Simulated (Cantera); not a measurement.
A Cantera script and its output.

```python
import numpy as np
import cantera as ct

gas = ct.Solution("gri30.yaml")
gas.TPX = 2050, 47000, {'NO': 1.9, 'N2': 1.1}
reactor = ct.IdealGasConstPressureReactor(gas, energy="off", clone=False)
net = ct.ReactorNet([reactor])
net.rtol, net.atol = 1e-08, 1e-18
show = ['NO', 'N2', 'NO2', 'O2', 'N2O']
times = np.geomspace(0.0003, 30, 10)

steps = ct.SolutionArray(gas, extra=["t"])
rows = []
print(f"{'t/s':>10s}{'T/K':>9s}{'P/Pa':>11s}" + "".join(f"{s:>11s}" for s in show))
for t in times:
    while net.time < t:
        t_next = net.step()
        steps.append(gas.state, t=t_next)
    rows.append([np.interp(t, steps.t, y) for y in (steps.T, steps.P, *steps(*show).X.T)])
    print(f"{t:10.3e}{rows[-1][0]:9.1f}{rows[-1][1]:11.4g}" + "".join(f"{x:11.3e}" for x in rows[-1][2:]))
rate = np.gradient(steps.T, steps.t)
print("integrator steps:", len(steps.t))
if steps.T.max() > steps.T[0] + 200:
    print(f"time of steepest temperature rise: {steps.t[rate.argmax()]:.4e} s")
gas.TPX = 2050, 47000, {'NO': 1.9, 'N2': 1.1}
gas.equilibrate("TP")
print(f"equilibrium (TP): T = {gas.T:.1f} K  " + "  ".join(f"{s} {gas[s].X[0]:.3e}" for s in show))
```

It prints:

```
       t/s      T/K       P/Pa         NO         N2        NO2         O2        N2O
 3.000e-04   2050.0    4.7e+04  6.331e-01  3.667e-01  4.471e-05  8.676e-06  7.431e-05
 1.078e-03   2050.0    4.7e+04  6.325e-01  3.669e-01  1.328e-04  1.691e-04  1.572e-04
 3.875e-03   2050.0    4.7e+04  6.302e-01  3.680e-01  1.578e-04  1.245e-03  1.847e-04
 1.392e-02   2050.0    4.7e+04  6.221e-01  3.721e-01  1.789e-04  5.265e-03  1.789e-04
 5.004e-02   2050.0    4.7e+04  5.929e-01  3.866e-01  2.347e-04  1.977e-02  1.593e-04
 1.798e-01   2050.0    4.7e+04  4.938e-01  4.362e-01  3.192e-04  6.918e-02  1.057e-04
 6.463e-01   2050.0    4.7e+04  2.533e-01  5.564e-01  2.626e-04  1.894e-01  2.621e-05
 2.323e+00   2050.0    4.7e+04  4.385e-02  6.611e-01  5.647e-05  2.942e-01  1.049e-06
 8.348e+00   2050.0    4.7e+04  1.065e-02  6.777e-01  1.409e-05  3.108e-01  3.592e-07
 3.000e+01   2050.0    4.7e+04  9.929e-03  6.781e-01  1.315e-05  3.112e-01  3.538e-07
integrator steps: 1206
equilibrium (TP): T = 2050.0 K  NO 9.929e-03  N2 6.781e-01  NO2 1.315e-05  O2 3.112e-01  N2O 3.538e-07
```

Computed with Cantera and GRI-Mech 3.0 (53 species, 325 reactions).
